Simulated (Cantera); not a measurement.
**Reactions in the system C-H-Ti**

Cantera with NASA thermochemical tables; ideal gases at 1 bar, condensed phases pure. Values are per mole of reaction as written; species without (g) are pure solids or liquids, kept so even where they would boil at 1 bar. TiC: taken at fixed stoichiometry.

Ti + CH4(g) → 4 H(g) + TiC

| T (K) | ΔH° (kJ) | ΔS° (J/K) | ΔG° (kJ) | log10 K |
|---|---|---|---|---|
| 1300 | 797.6 | 327.6 | 371.7 | -14.93 |
| 1350 | 798.6 | 328.4 | 355.3 | -13.75 |
| 1400 | 799.6 | 329.1 | 338.9 | -12.64 |
| 1450 | 800.5 | 329.7 | 322.4 | -11.61 |
| 1500 | 801.2 | 330.2 | 305.9 | -10.65 |
| 1550 | 802.0 | 330.7 | 289.4 | -9.75 |
| 1600 | 802.6 | 331.1 | 272.8 | -8.91 |
